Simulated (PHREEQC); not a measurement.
NaCl is added in steps, without added water, to 1 kg of water holding 0.0052 mol K2CO3, 0.0019 mol Na2B4O7 and 5.1e-05 mol MgCl2, at 25 °C. O2 is buffered at 0.21 atm. The system is closed to CO2. The run lets Halite, Sylvite precipitate or redissolve, and no other solid.

Base run: PHREEQC, ion-association model, phreeqc.dat. Each further column changes one thing. The table gives pH.

```csv
NaCl added (mol),base,Na2B4O7 replaced by Na2SO4 at the same molality,no solid may form
0,10.03,10.85,10.03
0.0015,10.02,10.85,10.02
0.00275,10.01,10.84,10.01
0.00425,10.00,10.84,10.00
0.00575,10.00,10.83,10.00
0.00725,9.99,10.83,9.99
0.0085,9.99,10.82,9.99
0.01,9.98,10.82,9.98
```
